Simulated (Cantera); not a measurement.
What does this Cantera script print?

```python
import numpy as np
import cantera as ct

gas = ct.Solution("gri30.yaml")
gas.TPX = 1125, 1000000, {'CH4': 1, 'H2': 0.047, 'O2': 4.5, 'N2': 16.9}
reactor = ct.IdealGasConstPressureReactor(gas, energy="on", clone=False)
net = ct.ReactorNet([reactor])
net.rtol, net.atol = 1e-08, 1e-16
show = ['CH4', 'H2', 'O2', 'OH', 'CH2CO', 'CH2O', 'NO']
times = np.geomspace(2e-06, 3, 16)

steps = ct.SolutionArray(gas, extra=["t"])
rows = []
print(f"{'t/s':>10s}{'T/K':>9s}{'P/Pa':>11s}" + "".join(f"{s:>11s}" for s in show))
for t in times:
    while net.time < t:
        t_next = net.step()
        steps.append(gas.state, t=t_next)
    rows.append([np.interp(t, steps.t, y) for y in (steps.T, steps.P, *steps(*show).X.T)])
    print(f"{t:10.3e}{rows[-1][0]:9.1f}{rows[-1][1]:11.4g}" + "".join(f"{x:11.3e}" for x in rows[-1][2:]))
rate = np.gradient(steps.T, steps.t)
print("integrator steps:", len(steps.t))
if steps.T.max() > steps.T[0] + 200:
    print(f"time of steepest temperature rise: {steps.t[rate.argmax()]:.4e} s")
gas.TPX = 1125, 1000000, {'CH4': 1, 'H2': 0.047, 'O2': 4.5, 'N2': 16.9}
gas.equilibrate("HP")
print(f"equilibrium (HP): T = {gas.T:.1f} K  " + "  ".join(f"{s} {gas[s].X[0]:.3e}" for s in show))
```

Result:

```
       t/s      T/K       P/Pa        CH4         H2         O2         OH      CH2CO       CH2O         NO
 2.000e-06   1125.0      1e+06  4.455e-02  2.094e-03  2.005e-01  4.065e-12  4.487e-27  1.209e-11  1.998e-22
 5.161e-06   1125.0      1e+06  4.455e-02  2.094e-03  2.005e-01  6.935e-12  7.078e-25  8.154e-11  7.267e-22
 1.332e-05   1125.0      1e+06  4.455e-02  2.094e-03  2.005e-01  1.457e-11  9.805e-23  5.526e-10  2.971e-21
 3.438e-05   1125.0      1e+06  4.455e-02  2.094e-03  2.005e-01  3.582e-11  1.149e-20  3.738e-09  1.483e-20
 8.871e-05   1125.0      1e+06  4.455e-02  2.094e-03  2.005e-01  1.022e-10  1.464e-18  2.631e-08  9.137e-20
 2.289e-04   1125.0      1e+06  4.455e-02  2.094e-03  2.005e-01  3.763e-10  2.616e-16  2.141e-07  7.567e-19
 5.908e-04   1125.0      1e+06  4.454e-02  2.092e-03  2.005e-01  2.546e-09  1.298e-13  2.852e-06  1.538e-17
 1.525e-03   1125.6      1e+06  4.446e-02  2.078e-03  2.004e-01  1.733e-08  1.426e-10  5.967e-05  9.474e-16
 3.935e-03   1136.1      1e+06  4.311e-02  2.040e-03  1.991e-01  1.776e-07  1.148e-07  7.463e-04  3.378e-14
 1.016e-02   2085.7      1e+06  6.305e-22  4.665e-05  1.100e-01  1.396e-03  1.186e-23  2.113e-14  1.012e-04
 2.621e-02   2085.1      1e+06  2.102e-22  4.646e-05  1.098e-01  1.392e-03 -1.443e-24  2.095e-14  3.984e-04
 6.763e-02   2083.4      1e+06  2.274e-22  4.602e-05  1.095e-01  1.380e-03  3.531e-25  2.053e-14  1.124e-03
 1.745e-01   2079.9      1e+06  2.112e-22  4.506e-05  1.087e-01  1.356e-03  3.136e-25  1.963e-14  2.696e-03
 4.504e-01   2074.6      1e+06  1.892e-22  4.367e-05  1.075e-01  1.320e-03  2.631e-25  1.837e-14  5.034e-03
 1.162e+00   2071.6      1e+06  1.777e-22  4.289e-05  1.069e-01  1.301e-03  2.384e-25  1.769e-14  6.361e-03
 3.000e+00   2071.4      1e+06  1.768e-22  4.283e-05  1.068e-01  1.299e-03  2.365e-25  1.764e-14  6.466e-03
integrator steps: 2125
time of steepest temperature rise: 5.1254e-03 s
equilibrium (HP): T = 2071.3 K  CH4 2.736e-22  H2 4.283e-05  O2 1.068e-01  OH 1.299e-03  CH2CO 3.354e-25  CH2O 1.764e-14  NO 6.466e-03
```

Cantera simulation using GRI-Mech 3.0 (53 species, 325 reactions); the numbers are that mechanism's predictions, not measurements.
